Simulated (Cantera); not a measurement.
Gas mixture: C2H6 : CH4 : C3H8 : CH3OH = 0.19 : 0.6 : 0.36 : 0.14 (molar parts), at 0.000158 atm, frozen composition.

Cantera's kinetic-theory transport with the Lennard-Jones parameters of GRI-Mech 3.0, ideal gas; thermal conductivity in the multicomponent form. Polar gases are described roughly by these parameters. The composition is frozen, though it would react at the higher temperatures.

D: mixture-averaged diffusion coefficient of that species in the mixture.

| T (K) | ρ (kg/m³) | cp (J/kg/K) | μ (µPa s) | λ (mW/m/K) | Pr | D (cm²/s) H | D (cm²/s) H2 | D (cm²/s) CH4 |
|---|---|---|---|---|---|---|---|---|
| 400 | 0.000133 | 2178 | ___ | 38.3 | 0.722 | 9480 | 6310 | 1510 |
| 600 | 8.88e-5 | 2923 | ___ | 71.2 | 0.732 | 19600 | 12600 | 3150 |
| 800 | 6.66e-5 | 3525 | ___ | 107 | 0.734 | 32300 | 20400 | 5220 |
| 1000 | 5.33e-5 | 4003 | ___ | 143 | 0.733 | 47200 | 29600 | 7660 |
| 1200 | 4.44e-5 | 4358 | ___ | 178 | 0.732 | 64300 | 40100 | 10400 |
| 1400 | 3.80e-5 | 4647 | ___ | 212 | 0.730 | 83300 | 51800 | 13500 |
| 1600 | 3.33e-5 | 4881 | ___ | 244 | 0.729 | 104000 | 64600 | 16900 |

Q: Complete the blanks.

A: 
- 400, μ (µPa s): 12.7
- 600, μ (µPa s): 17.8
- 800, μ (µPa s): 22.3
- 1000, μ (µPa s): 26.3
- 1200, μ (µPa s): 29.9
- 1400, μ (µPa s): 33.2
- 1600, μ (µPa s): 36.4
